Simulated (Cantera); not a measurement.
# Adiabatic ignition

An adiabatic, constant-pressure homogeneous reactor starts with CH₄ : O₂ : N₂ : H₂O = 1 : 2.6 : 9.77 : 0.022 (molar parts), equivalence ratio 0.77, at 1725 K and 825 Torr.

Cantera simulation using GRI-Mech 3.0 (53 species, 325 reactions); the numbers are that mechanism's predictions, not measurements.

```csv
t (s),T (K),x CH₄,x O₂,x H₂O,x CO₂,x OH
4.00e-6,1725,0.0747,0.194,0.00165,3.94e-10,3.83e-7
1.02e-5,1725,0.0746,0.194,0.00166,4.89e-9,6.36e-7
2.62e-5,1725,0.0745,0.194,0.00172,8.72e-8,1.55e-6
6.69e-5,1726,0.0735,0.194,0.00226,3.13e-6,7.12e-6
0.000171,2428,<1e-12,0.0594,0.107,0.0283,0.0239
0.000437,2739,<1e-12,0.0510,0.121,0.0466,0.0227
0.00112,2748,<1e-12,0.0488,0.122,0.0473,0.0220
0.00286,2742,<1e-12,0.0462,0.123,0.0473,0.0214
0.00732,2739,<1e-12,0.0452,0.123,0.0474,0.0211
0.0187,2739,<1e-12,0.0452,0.123,0.0474,0.0211
0.0478,2739,<1e-12,0.0452,0.123,0.0474,0.0211
0.122,2739,<1e-12,0.0452,0.123,0.0474,0.0211
0.313,2739,<1e-12,0.0452,0.123,0.0474,0.0211
0.800,2739,<1e-12,0.0452,0.123,0.0474,0.0211
```
x: mole fraction; the columns are a selection and need not sum to one.

The time of steepest temperature rise is 0.163 ms. The temperature at 0.800 s is 2739 K and the equilibrium temperature comes out as 2739 K. The x(CH₄) at 0.800 s comes out as <1e-12 (gas-phase equilibrium <1e-12) and the x(O₂) at 0.800 s is 0.0452 (gas-phase equilibrium 0.0452). The x(H₂O) at 0.800 s comes out as 0.123 (gas-phase equilibrium 0.123).
